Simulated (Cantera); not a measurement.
A freely propagating, adiabatic, planar premixed flame of H₂ : O₂ : N₂ : H₂O = 1 : 0.333 : 1.25 : 0.023 (molar parts), equivalence ratio 1.5, unburnt at 600 K and 5.00 bar; mixture-averaged transport, grid criteria slope 0.08 and curve 0.16, no radiation.

Cantera simulation using the H2/O2 subset of GRI-Mech 3.0, which has no nitrogen chemistry; the numbers are that mechanism's predictions, not measurements. The hydrogen kinetics of GRI-Mech 3.0 are dated; newer H2 mechanisms differ, most at raised pressure. Burning velocities carry a grid error of a few per cent, more on coarse grids.

Task: Predict: laminar burning velocity; thermal thickness; peak x(HO₂); peak x(H); peak x(H₂O₂).

Result: 
| Item | Result |
|---|---|
| laminar burning velocity | 908 cm/s |
| thermal thickness | 0.0555 mm |
| peak x(HO₂) | 0.000950 |
| peak x(H) | 0.0561 |
| peak x(H₂O₂) | 5.74e-5 |
